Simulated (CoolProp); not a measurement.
The fluid at 298.15 K and 11.4 MPa flows at 5.7 m/s in a round tube of 4.6 mm bore and 45 µm roughness, fully developed (64/Re and Nu = 3.66 if laminar; Colebrook and Gnielinski if turbulent). The same conditions are run with several fluids, on thermodynamics alone (safety and materials aside).

The numbers come from the reference Helmholtz-energy equation of state of each fluid (R404A: Lemmon 2003; p-xylene: Zhou 2012; R410A: Lemmon 2003; n-decane: Lemmon 2006; o-xylene: Zhou 2012) in CoolProp. Blends and air are pseudo-pure fits.

**Question.** Rank R404A, p-xylene, R410A, n-decane, o-xylene by Reynolds number, highest first.

**Answer.** R410A (203000), R404A (181000), p-xylene (34200), o-xylene (27800), n-decane (19900)

```tsv
fluid	Darcy friction factor	pressure drop (Pa/m)	heat-transfer coefficient (W/(m² K))	mass flow (kg/h)
R404A	0.0380	151000	21600	384
p-xylene	0.0393	120000	10400	295
R410A	0.0379	151000	28300	385
n-decane	0.0405	105000	7610	251
o-xylene	0.0397	124000	9400	301
```

Transport values come from each fluid's own correlations.
